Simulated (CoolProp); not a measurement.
Vapour-liquid equilibrium of n-hexane (1) + cyclohexane (2) at 139.95 °C; x and y are mole fractions of (1).

Computed with CoolProp (multi-fluid Helmholtz-energy mixture model, Thol 2019 and Zhou 2014; pair parameters Bell 2016).

```json
[
 {"x": "0.05", "bubble pressure, mixture model (MPa)": "0.4602", "bubble pressure, Raoult's law (MPa)": "0.4581", "y, mixture model": "0.069", "y, Raoult's law": "0.067"},
 {"x": "0.15", "bubble pressure, mixture model (MPa)": "0.4799", "bubble pressure, Raoult's law (MPa)": "0.4747", "y, mixture model": "0.195", "y, Raoult's law": "0.195"},
 {"x": "0.25", "bubble pressure, mixture model (MPa)": "0.4984", "bubble pressure, Raoult's law (MPa)": "0.4914", "y, mixture model": "0.310", "y, Raoult's law": "0.313"},
 {"x": "0.35", "bubble pressure, mixture model (MPa)": "0.5159", "bubble pressure, Raoult's law (MPa)": "0.5080", "y, mixture model": "0.416", "y, Raoult's law": "0.424"},
 {"x": "0.45", "bubble pressure, mixture model (MPa)": "0.5327", "bubble pressure, Raoult's law (MPa)": "0.5246", "y, mixture model": "0.516", "y, Raoult's law": "0.528"},
 {"x": "0.55", "bubble pressure, mixture model (MPa)": "0.5487", "bubble pressure, Raoult's law (MPa)": "0.5412", "y, mixture model": "0.611", "y, Raoult's law": "0.626"},
 {"x": "0.65", "bubble pressure, mixture model (MPa)": "0.5643", "bubble pressure, Raoult's law (MPa)": "0.5578", "y, mixture model": "0.702", "y, Raoult's law": "0.718"},
 {"x": "0.75", "bubble pressure, mixture model (MPa)": "0.5794", "bubble pressure, Raoult's law (MPa)": "0.5745", "y, mixture model": "0.790", "y, Raoult's law": "0.804"},
 {"x": "0.85", "bubble pressure, mixture model (MPa)": "0.5942", "bubble pressure, Raoult's law (MPa)": "0.5911", "y, mixture model": "0.876", "y, Raoult's law": "0.886"},
 {"x": "0.95", "bubble pressure, mixture model (MPa)": "0.6088", "bubble pressure, Raoult's law (MPa)": "0.6077", "y, mixture model": "0.959", "y, Raoult's law": "0.963"}
]
```

The largest gap from Raoult's law is +1.6 % in bubble pressure, at x = 0.35. No azeotrope shows between x = 0.05 and 0.95.

Pair parameters are fitted to limited data, so mixtures are less certain than the pure fluids.
